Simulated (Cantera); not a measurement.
Input: 1 mol B, 5.5 mol NH3, 2.7 mol N2, at 0.00180 bar.

Method: chemical equilibrium by Gibbs-energy minimisation in Cantera with the NASA 1993 tables (ideal gas, pure condensed phases). Candidate condensed phases: B, BN; 15 gas species. The numbers say what is thermodynamically allowed, not how fast it happens.

Question: Which condensed phases are stable at each of these points (T (°C)): 1575, 1625, 1675, 1725, 1775, 1825, 1875, 1925, 1975?

Answer: 
```json
[
 {"T (°C)": "1575", "condensed phases": "BN(s)", "B condensed (%)": "100.0"},
 {"T (°C)": "1625", "condensed phases": "BN(s)", "B condensed (%)": "100.0"},
 {"T (°C)": "1675", "condensed phases": "BN(s)", "B condensed (%)": "99.9"},
 {"T (°C)": "1725", "condensed phases": "BN(s)", "B condensed (%)": "99.8"},
 {"T (°C)": "1775", "condensed phases": "BN(s)", "B condensed (%)": "99.6"},
 {"T (°C)": "1825", "condensed phases": "BN(s)", "B condensed (%)": "99.0"},
 {"T (°C)": "1875", "condensed phases": "B(s)", "B condensed (%)": "98.1"},
 {"T (°C)": "1925", "condensed phases": "B(s)", "B condensed (%)": "96.8"},
 {"T (°C)": "1975", "condensed phases": "B(s)", "B condensed (%)": "94.4"}
]
```

From 1575 °C to 1825 °C the condensed part is BN(s). From 1875 °C to 1975 °C the condensed part is B(s).
